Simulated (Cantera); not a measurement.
A closed system holds: 1 mol PbO, 1.5 mol H₂, at 6.10 mbar.

Equilibrium computed with Cantera from the NASA thermochemical tables; the gas is ideal and each condensed phase is pure. Candidate condensed phases: H₂O, Pb, PbO, PbO₂, Pb₃O₄; 12 gas species. Equilibrium is a limit: real reactors are often held back by kinetics, nucleation or transport.

Question: Which condensed phases are stable at each of these points (T (K)): 1098, 1148, 1198, 1248, 1298, 1348, 1398, 1448, 1498?

Answer: 
```tsv
T (K)	condensed phases	Pb condensed (%)
1098	Pb(l)	97.1
1148	Pb(l)	92.8
1198	Pb(l)	82.9
1248	Pb(l)	59.4
1298	gas only	0.0
1348	gas only	0.0
1398	gas only	0.0
1448	gas only	0.0
1498	gas only	0.0
```

From 1098 K to 1248 K the condensed part is Pb(l). From 1298 K to 1498 K nothing is condensed.
